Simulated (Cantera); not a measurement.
Input (Python, Cantera) and output of one run.

```python
import numpy as np
import cantera as ct

gas_names = """
    B BH BH2 BH3 BO BO2 B2 B2O B2O2 B2O3 B3O3H3 H HBO HBO2 HO2 H2 H2O H2O2 H3B3O6 O OH O2 O3
""".split()
cond_names = """
    B(b) B(L) B2O3(L) B3O3H3(cr) H2O(s) H2O(L)
""".split()


# ... load() reads the species with a 1 bar reference pressure and builds the phases ...
atoms = {
    'B2O3': {'B': 2, 'O': 3},
    'H2O': {'H': 2, 'O': 1},
}
top_T = {}  # K; cautious upper limits of use, not melting points


# ... equilibrate(T, P, feed) seeds the gas with the atoms and calls Mixture.equilibrate('TP', solver="vcs", rtol=1e-11, max_steps=5000) ...
results = []
feed = {'B2O3': 1, 'H2O': 2.9}  # mol
P = 2100  # Pa
for T in [1523, 1598, 1673, 1748, 1823, 1898, 1973, 2048, 2123, 2198, 2273, 2348, 2423]:
    mix = equilibrate(T, P, feed)
    results.append((T, P, feed, dict(zip(mix.species_names, mix.species_moles))))

top = {s: max(r[3][s] / sum(r[3][g] for g in gas_names) for r in results) for s in gas_names}
cols = sorted((s for s in top if top[s] > 0.0001), key=lambda s: -top[s])[:8]
seen = [c for c in cond_names if any(r[3].get(c, 0) > 1e-12 for r in results)]
print("log10 of partial pressures in bar; condensed amounts in mol")
print(f"{'T/K':>10s}" + "".join(f"{s[:9]:>10s}" for s in cols + seen))
for T, P, feed, n in results:
    ng = sum(n[g] for g in gas_names)
    print(f"{T:10.4g}" + "".join(f"{np.log10(max(n[s] / ng * P / 1e5, 1e-99)):10.3f}" for s in cols)
          + "".join(f"{n.get(c, 0):10.4g}" for c in seen))
```

Result:

```
log10 of partial pressures in bar; condensed amounts in mol
       T/K       H2O      HBO2        H2      B2O3        OH       BO2         H        O2   B2O3(L)
      1523    -1.768    -2.412    -4.788    -4.463    -5.521    -6.075    -7.030    -5.143    0.6975
      1598    -1.845    -2.186    -4.564    -3.849    -5.247    -5.499    -6.556    -4.940     0.437
      1673    -1.971    -2.012    -4.390    -3.299    -5.038    -4.991    -6.139    -4.805         0
      1748    -1.970    -2.018    -4.162    -3.244    -4.765    -4.727    -5.722    -4.588         0
      1823    -1.970    -2.026    -3.952    -3.196    -4.514    -4.486    -5.339    -4.389         0
      1898    -1.971    -2.034    -3.760    -3.152    -4.285    -4.265    -4.987    -4.206         0
      1973    -1.973    -2.044    -3.584    -3.114    -4.074    -4.062    -4.662    -4.039         0
      2048    -1.978    -2.055    -3.422    -3.080    -3.880    -3.875    -4.361    -3.885         0
      2123    -1.986    -2.068    -3.274    -3.051    -3.702    -3.703    -4.082    -3.743         0
      2198    -1.998    -2.084    -3.139    -3.027    -3.539    -3.545    -3.824    -3.614         0
      2273    -2.014    -2.103    -3.017    -3.008    -3.390    -3.399    -3.584    -3.496         0
      2348    -2.038    -2.128    -2.909    -2.995    -3.256    -3.267    -3.363    -3.390         0
      2423    -2.069    -2.160    -2.815    -2.989    -3.137    -3.147    -3.159    -3.295         0
```

These are equilibrium values from Cantera (NASA tables, ideal gas, pure condensed phases), not measurements of a reactor. Gases not in the tables: H3BO3.
